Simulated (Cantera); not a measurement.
A perfectly stirred reactor is fed with H2 : O2 : N2 = 0.92 : 1 : 17 (molar parts), equivalence ratio 0.46, at 100.0 Torr; it is held at 873 K, and followed from long to short residence time.

Cantera simulation using GRI-Mech 3.0 (53 species, 325 reactions); the numbers are that mechanism's predictions, not measurements. Radical loss at walls, strong at low pressure, is not modelled. Below about 950 K walls govern HO2 and H2O2 in real vessels. The temperature is held fixed by assumption; the heat of reaction is taken as removed at once.

x: mole fraction; the columns are a selection and need not sum to one.

```json
[
 {"τ (s)": "3.3", "x H2": "0.000990", "x O2": "0.0297", "x H2O": "0.0488", "x N2O": "2.71e-8", "x H": "8.42e-6", "x H2O2": "2.83e-7"},
 {"τ (s)": "1.0", "x H2": "0.00171", "x O2": "0.0301", "x H2O": "0.0481", "x N2O": "1.80e-8", "x H": "2.71e-5", "x H2O2": "2.16e-7"},
 {"τ (s)": "0.30", "x H2": "?", "x O2": "0.0307", "x H2O": "0.0467", "x N2O": "?", "x H": "?", "x H2O2": "1.81e-7"},
 {"τ (s)": "0.093", "x H2": "0.00522", "x O2": "0.0318", "x H2O": "0.0443", "x N2O": "6.77e-9", "x H": "0.000257", "x H2O2": "1.71e-7"},
 {"τ (s)": "0.028", "x H2": "0.00921", "x O2": "0.0338", "x H2O": "0.0400", "x N2O": "3.85e-9", "x H": "0.000731", "x H2O2": "1.70e-7"},
 {"τ (s)": "0.0086", "x H2": "0.0160", "x O2": "0.0372", "x H2O": "0.0324", "x N2O": "2.06e-9", "x H": "0.00176", "x H2O2": "1.62e-7"},
 {"τ (s)": "0.0026", "x H2": "?", "x O2": "?", "x H2O": "?", "x N2O": "8.92e-10", "x H": "?", "x H2O2": "?"},
 {"τ (s)": "0.00080", "x H2": "0.0439", "x O2": "0.0508", "x H2O": "0.00404", "x N2O": "1.35e-10", "x H": "0.00142", "x H2O2": "4.55e-8"}
]
```

**Question.** What belongs in the gaps?

**Answer.** 
- 0.30, x H2: 0.00300
- 0.30, x N2O: 1.12e-8
- 0.30, x H: 8.65e-5
- 0.0026, x H2: 0.0273
- 0.0026, x O2: 0.0429
- 0.0026, x H2O: 0.0201
- 0.0026, x H: 0.00303
- 0.0026, x H2O2: 1.31e-7
